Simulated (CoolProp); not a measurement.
Saturation properties of 1,2-dichloroethane.

Model: reference Helmholtz-energy equation of state, Thol 2015, in CoolProp.

```tsv
T (K)	p (MPa)	liquid density (kg/m³)	vapour density (kg/m³)	enthalpy of vaporisation (kJ/kg)	liquid cp (kJ/(kg K))
441.3	0.8140	1005	25.34	268.0	…
447.8	0.9215	991.2	28.69	262.6	1.529
454.4	1.041	977.2	32.45	…	1.546
460.9	…	963.0	36.57	251.2	1.564
467.5	1.313	948.2	41.20	245.1	1.585
474	1.466	933.1	46.27	238.8	1.608
480.6	1.635	917.3	51.99	232.0	1.633
487.2	…	900.8	58.37	224.9	1.663
493.7	2.012	884.0	…	217.5	1.697
```

### Question
What belongs in the gaps?

### Answer

- 441.3, liquid cp (kJ/(kg K)): 1.513
- 454.4, enthalpy of vaporisation (kJ/kg): 257.0
- 460.9, p (MPa): 1.170
- 487.2, p (MPa): 1.818
- 493.7, vapour density (kg/m³): 65.41

It boils at 356.6 K under 1 atm.
